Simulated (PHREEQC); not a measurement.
Dissolve 0.02 mol/kgw ZnSO4, 0.00035 mol/kgw KCl and 0.061 mol/kgw NiCl2 at 25 °C. Closed to the air; pH follows from the charge balance.

Model: ion-association model, wateq4f.dat, run in PHREEQC.

Precipitation was switched off in this run.

Task: Order these Cl species by the share of Cl that they hold, largest first: Cl-, NiCl+, ZnCl+, ZnCl2, NiCl2.

Result: Cl- (94 %), NiCl+ (3.4 %), NiCl2 (1.4 %), ZnCl+ (1.2 %), ZnCl2 (0.14 %)

Task: Order these S species by the share of S that they hold, largest first: Zn(SO4)2-2, ZnSO4, SO4-2, NiSO4.

Result: SO4-2 (46 %), NiSO4 (37 %), ZnSO4 (15 %), Zn(SO4)2-2 (2.2 %)

The pH is 5.43 and the ionic strength 0.207 mol/kgw.
